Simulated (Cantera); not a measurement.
# Equilibrium for silicon epitaxy and polysilicon growth: Si2H6 + HCl + H2

Feed: 1 mol Si2H6, 2 mol HCl, a varied amount of H2, equilibrated at 1650 K and 2.80 mbar.

Method: chemical equilibrium by Gibbs-energy minimisation in Cantera with the NASA 1993 tables (ideal gas, pure condensed phases). Candidate condensed phases: Si; 19 gas species. The feed counts by its element totals alone. The tables' values for SiCl3, SiCl are old estimates; treat these amounts as uncertain. Rates play no part.

From 6.3 mol H2 to 280 mol H2 the condensed part is Si(s). The main Si-bearing gas is SiCl2 throughout. The share of Si in condensed phases is highest at 280 mol H2 (96.0 %) and lowest at 6.3 mol H2 (77.6 %).

| n(H2) (mol) | x H2 | x HCl | x SiCl2 | x H | x SiCl3 | x Cl | n Si(s) |
|---|---|---|---|---|---|---|---|
| 6.3 | 0.861 | 0.0974 | 0.0392 | 0.00159 | 0.000226 | 0.000141 | 1.55 |
| 9.6 | 0.889 | 0.0822 | 0.0270 | 0.00162 | 0.000130 | 0.000117 | 1.60 |
| 15 | 0.915 | 0.0658 | 0.0168 | 0.00164 | 6.38e-5 | 9.26e-5 | 1.66 |
| 22 | 0.935 | 0.0527 | 0.0106 | 0.00166 | 3.16e-5 | 7.33e-5 | 1.71 |
| 34 | 0.953 | 0.0395 | 0.00581 | 0.00168 | 1.29e-5 | 5.44e-5 | 1.77 |
| 52 | 0.966 | 0.0288 | 0.00306 | 0.00169 | 4.94e-6 | 3.95e-5 | 1.82 |
| 78 | 0.976 | 0.0208 | 0.00158 | 0.00170 | 1.84e-6 | 2.84e-5 | 1.86 |
| 120 | 0.983 | 0.0144 | 0.000754 | 0.00170 | 6.04e-7 | 1.96e-5 | 1.89 |
| 180 | 0.988 | 0.0100 | 0.000363 | 0.00171 | 2.02e-7 | 1.36e-5 | 1.91 |
| 280 | 0.991 | 0.00667 | 0.000160 | 0.00171 | 5.89e-8 | 9.02e-6 | 1.92 |
x: gas mole fraction; n: condensed amount in mol.
